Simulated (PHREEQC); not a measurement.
**Hard or scaling water**

Consider water at 25 °C and 50 atm with 0.079 mmol/kgw Ca(HCO3)2 and 0.11 mmol/kgw Na2HPO4. Closed to the air; pH follows from the charge balance.

Computed with PHREEQC (ion-association model, phreeqc.dat).

* **pH**: 8.40
* **ionic strength**: 0.000542 mol/kgw
* **total alkalinity**: 0.268 meq/kg

```tsv
species	molality	activity	log γ
Na+	0.000220	0.000214	-0.011
HCO3-	0.000154	0.000150	-0.011
HPO4-2	9.92e-5	8.93e-5	-0.046
Ca+2	7.36e-5	6.62e-5	-0.046
H2PO4-	5.63e-6	5.48e-6	-0.011
CaHPO4	3.17e-6	3.17e-6	0.000
OH-	2.71e-6	2.64e-6	-0.012
CO3-2	2.07e-6	1.86e-6	-0.046
CaPO4-	1.92e-6	1.87e-6	-0.011
CO2	1.28e-6	1.28e-6	0.000
CaCO3	2.04e-7	2.04e-7	0.000
```

Precipitation was switched off in this run. Saturation is exceeded, for instance for Hydroxyapatite; the values hold only as long as no solid forms. Under pressure, the constants of complexes without a molar volume in the database are unreliable.
